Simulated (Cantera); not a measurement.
An isothermal, constant-pressure homogeneous reactor starts with CH4 : H2 : N2 = 0.016 : 1 : 0.027 (molar parts), at 1698 K and 66.8 Torr.

Model: GRI-Mech 3.0 (53 species, 325 reactions), integrated in Cantera. GRI-Mech 3.0 stops at C3 and has no aromatics, soot or wall deposition, so with more carbon than oxygen in the feed, carbon stays in small species such as C2H2 where larger ones or solid carbon would form.

Question: Predict: x(CH4) at 30.0 s; x(H2) at 30.0 s; x(C2H) at 30.0 s; x(H) at 30.0 s; x(C2H2) at 30.0 s; x(CH3) at 30.0 s; x(CH2) at 30.0 s.

Answer: 
```
Item                                                  Result
-----------------  -----------------------------------------
x(CH4) at 30.0 s   0.000932 (gas-phase equilibrium 0.000717)
x(H2) at 30.0 s          0.966 (gas-phase equilibrium 0.966)
x(C2H) at 30.0 s     1.94e-8 (gas-phase equilibrium 1.19e-8)
x(H) at 30.0 s     0.000480 (gas-phase equilibrium 0.000480)
x(C2H2) at 30.0 s    0.00706 (gas-phase equilibrium 0.00432)
x(CH3) at 30.0 s     9.38e-6 (gas-phase equilibrium 7.22e-6)
x(CH2) at 30.0 s     4.80e-9 (gas-phase equilibrium 3.69e-9)
```
